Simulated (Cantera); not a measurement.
Cantera run:

```python
import numpy as np
import cantera as ct

gas_names = """
    H HNO HNO2 HNO3 HO2 H2 H2O H2O2 N NH NH2 NH3 NH2OH NO NO2 NO3 N2 N2H2 N2H4 N2O O OH O2 O3 Si SiH
    SiH2 SiH3 SiH4 SiN SiO SiO2 Si2 Si2N Si3
""".split()
cond_names = """
    H2O(s) H2O(L) Si(cr) Si(L) SiO2(Lqz) SiO2(hqz) SiO2(L) Si2N2O(s) Si3N4(a)
""".split()


# ... load() reads the species with a 1 bar reference pressure and builds the phases ...
atoms = {
    'Si3N4': {'Si': 3, 'N': 4},
    'O2': {'O': 2},
    'N2': {'N': 2},
    'H2O': {'H': 2, 'O': 1},
}
top_T = {'Si2N2O(s)': 2100, 'Si3N4(a)': 2400}  # K; cautious upper limits of use, not melting points


# ... equilibrate(T, P, feed) seeds the gas with the atoms and calls Mixture.equilibrate('TP', solver="vcs", rtol=1e-11, max_steps=5000) ...
results = []
feed = {'Si3N4': 1, 'O2': 0.018, 'N2': 1.1, 'H2O': 0.083}  # mol
T = 925  # K
P = 10000  # Pa
mix = equilibrate(T, P, feed)
results.append((T, P, feed, dict(zip(mix.species_names, mix.species_moles))))
print(gas.report(threshold=0.0001))
for i in range(1, mix.n_phases):
    print(f"{mix.phase(i).name:16s} {mix.phase_moles(i):12.5e} mol")
```

Result:

```
       temperature   925 K
          pressure   10000 Pa
           density   0.03413 kg/m^3
  mean mol. weight   26.249 kg/kmol
   phase of matter   gas

                          1 kg             1 kmol
                     ---------------   ---------------
          enthalpy        7.2333e+05        1.8987e+07  J
   internal energy        4.3034e+05        1.1296e+07  J
           entropy            9244.4        2.4266e+05  J/K
    Gibbs function       -7.8278e+06       -2.0547e+08  J
 heat capacity c_p            1223.9             32128  J/K
 heat capacity c_v             907.2             23813  J/K

                      mass frac. Y      mole frac. X     chem. pot. / RT
                     ---------------   ---------------   ---------------
                H2         0.0052135          0.067882           -22.308
                N2           0.99479           0.93212           -27.037
     [  +33 minor]        1.1018e-06        1.6984e-06

Si(cr)            0.00000e+00 mol
SiO2(hqz)         0.00000e+00 mol
Si2N2O(s)         1.19000e-01 mol
Si3N4(a)          9.20667e-01 mol
```

These are equilibrium values from Cantera (NASA tables, ideal gas, pure condensed phases), not measurements of a reactor.
